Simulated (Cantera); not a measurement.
An adiabatic, constant-pressure homogeneous reactor starts with C3H8 : O2 : N2 : CO2 = 1 : 5.26 : 19.8 : 0.45 (molar parts), equivalence ratio 0.95, at 1773 K and 9.87 atm.

Computed with Cantera and GRI-Mech 3.0 (53 species, 325 reactions). GRI-Mech 3.0 was tuned for natural gas; its chemistry of propane as a main component is partial and can be far from experiment. Above 3000 K some thermodynamic fits are extrapolated.

One state of this run: T (K) = 2772; x C3H8 = <1e-12; x O2 = 0.0371; x CO2 = 0.0578; x C2H = <1e-12; x CH2O = 2.64e-9. x: mole fraction; the columns are a selection and need not sum to one.

**Question.** Which value of t (s) does it belong to?
A. 2.00e-6
B. 4.55e-6
C. 0.00144
D. 1.04e-5

**Answer.** B, 4.55e-6
